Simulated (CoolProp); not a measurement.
n-perfluoropentane along the isotherm 471.9 K: fugacity coefficient from the reference equation and from simpler models built on Tc = 421.0 K, pc = 20.63 bar, ω = 0.436; each cubic takes its own stable root.

Values from CoolProp's reference Helmholtz-energy equation of state, Gao 2022.

| p (bar) | phase | reference |
|---|---|---|
| 0.0979 | gas | 0.9989 |
| 0.158 | gas | 0.9983 |
| 0.255 | gas | 0.9972 |
| 0.413 | gas | 0.9955 |
| 0.667 | gas | 0.9928 |
| 1.08 | gas | 0.9884 |
| 1.74 | gas | 0.9813 |
| 2.81 | gas | 0.9698 |
| 4.54 | gas | 0.9514 |
| 7.34 | gas | 0.9220 |
| 11.9 | gas | 0.8749 |
| 19.2 | gas | 0.8018 |
| 30.9 | supercritical | 0.6921 |

**Question.** How far does each simpler model (van der Waals, Redlich-Kwong, Soave-Redlich-Kwong, Peng-Robinson) lie from the reference over these 13 states: mean and median of the absolute difference, and the worst?

**Answer.** 
- van der Waals: mean 0.4 %, median 0.0 %, worst -3.7 % at 471.9 K and 30.9 bar
- Redlich-Kwong: mean 0.7 %, median 0.2 %, worst -4.1 % at 471.9 K and 30.9 bar
- Soave-Redlich-Kwong: mean 0.2 %, median 0.0 %, worst +1.6 % at 471.9 K and 30.9 bar
- Peng-Robinson: mean 0.7 %, median 0.3 %, worst -2.7 % at 471.9 K and 30.9 bar
